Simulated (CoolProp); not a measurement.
R1336mzz(Z) at several states: fugacity coefficient from the reference equation and from simpler models built on Tc = 444.5 K, pc = 2904 kPa, ω = 0.386; each cubic takes its own stable root.

Values from CoolProp's reference Helmholtz-energy equation of state, McLinden 2020.

```
T (K)  p (kPa)   phase  reference
-----  -------  ------  ---------
221        898  liquid   0.001087
197.1      156  liquid  0.0006413
315.9      392  liquid     0.3411
318.1      260  liquid     0.5486
460.9      349     gas     0.9628
464.4      805     gas     0.9174
```

### Question
How far does each simpler model (van der Waals, Soave-Redlich-Kwong) lie from the reference over these 6 states: mean and median of the absolute difference, and the worst?

### Answer
- van der Waals: mean 7038.2 %, median 119.4 %, worst +33753.1 % at 197.1 K and 156 kPa
- Soave-Redlich-Kwong: mean 0.8 %, median 0.8 %, worst +1.5 % at 315.9 K and 392 kPa

At some of these states van der Waals gives the other phase, because its saturation line lies elsewhere.
